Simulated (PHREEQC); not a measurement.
Solution (25 °C): 4.9 mmol/kgw H2SeO3, 1.1 mmol/kgw HCl and 10 mmol/kgw CaCl2. Closed to the air; pH follows from the charge balance.

Equilibrium calculation in PHREEQC: ion-association model, wateq4f.dat.

Precipitation was switched off in this run.

Problem. Estimate the pH.

Solution. pH 2.55.

Problem. In which forms is Se present?

Solution. H2SeO3 57 %, HSeO3- 43 % of the Se.

Complexes and solids missing from the database can't appear.
